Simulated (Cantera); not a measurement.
Charge: 1 mol HF, 0.034 mol H₂, 0.037 mol H₂O, at 1000 Pa.

These are equilibrium values from Cantera (NASA tables, ideal gas, pure condensed phases), not measurements of a reactor. Candidate condensed phases: H₂O; 22 gas species. Equilibrium is a limit: real reactors are often held back by kinetics, nucleation or transport. All values below are at 2625 K.

Base state: HF 0.877, H 0.0629, H₂ 0.0220, O 0.0121, H₂O 0.00967, F 0.00716, OH 0.00658, O₂ 0.00217 (mole fractions); condensed: gas only.

Q: What changes in the equilibrium state with this change: pressure from 1000 Pa to 4600000 Pa?

A: 
| species | before | after |
|---|---|---|
| HF | 0.877 | 0.933 |
| H₂O | 0.00967 | 0.0342 |
| H₂ | 0.0220 | 0.0314 |
| H | 0.0629 | 0.00111 |
| O | 0.0121 | 6.54e-6 |
| H₂F₂ | 4.44e-8 | 0.000231 |
| O₂ | 0.00217 | 2.90e-6 |
The ideal-gas law is rough above about 30 bar.

Q: What changes in the equilibrium state with this change: HF replaced by SO₂?

A: 
```json
[
 {"species": "SO₂", "before": "0", "after": "0.533"},
 {"species": "SO", "before": "0", "after": "0.208"},
 {"species": "O₂", "before": "0.00217", "after": "0.0815"},
 {"species": "HF", "before": "0.877", "after": "0"},
 {"species": "S", "before": "0", "after": "0.0193"},
 {"species": "O", "before": "0.0121", "after": "0.0744"},
 {"species": "OH", "before": "0.00658", "after": "0.0224"},
 {"species": "H₂", "before": "0.0220", "after": "0.00681"},
 {"species": "H₂O", "before": "0.00967", "after": "0.0184"},
 {"species": "H", "before": "0.0629", "after": "0.0350"},
 {"species": "F", "before": "0.00716", "after": "0"},
 {"species": "S₂", "before": "0", "after": "0.000711"},
 {"species": "SH", "before": "0", "after": "0.000451"},
 {"species": "S₂O", "before": "0", "after": "4.30e-5"},
 {"species": "SO₃", "before": "0", "after": "2.28e-5"}
]
```
Further candidate phases: H₂SO₄, S.
